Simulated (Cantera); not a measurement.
Feed: 1 mol Si, 0.87 mol HCl, 13 mol H2, held at 101000 Pa.

Cantera equilibrium calculation (NASA polynomials, part measured and part estimated; ideal gas, pure solids and liquids). Candidate condensed phases: Si; 19 gas species. The tables' values for SiCl3 are old estimates; treat these amounts as uncertain. Equilibrium is a limit: real reactors are often held back by kinetics, nucleation or transport. All values below are at 1398 K.

Base state: H2 0.951, HCl 0.0403, SiCl2 0.00504, SiHCl3 0.00157, SiCl3 0.00106, SiCl4 0.000952, SiH2Cl2 0.000391, SiH3Cl 2.80e-5 (mole fractions); condensed: Si(s).

Question: What changes in the equilibrium state with this change: H2 from 13 to 1.4 mol?

Answer: 
```
species       before    after
----------  --------  -------
H2             0.951    0.804
HCl           0.0403   0.0913
SiCl4       0.000952   0.0350
SiCl3        0.00106   0.0158
SiHCl3       0.00157   0.0216
SiCl2        0.00504   0.0306
SiH2Cl2     0.000391  0.00201
SiH3Cl       2.80e-5  5.35e-5
Si(s), mol     0.875    0.776
```

Question: What changes in the equilibrium state with this change: Si replaced by SiCl4?

Answer: 
| species | before | after |
|---|---|---|
| H2 | 0.951 | 0.821 |
| HCl | 0.0403 | 0.113 |
| SiCl4 | 0.000952 | 0.0264 |
| SiHCl3 | 0.00157 | 0.0134 |
| SiCl2 | 0.00504 | 0.0153 |
| SiCl3 | 0.00106 | 0.00972 |
| SiH2Cl2 | 0.000391 | 0.00103 |
| Si(s), mol | 0.875 | 0 |
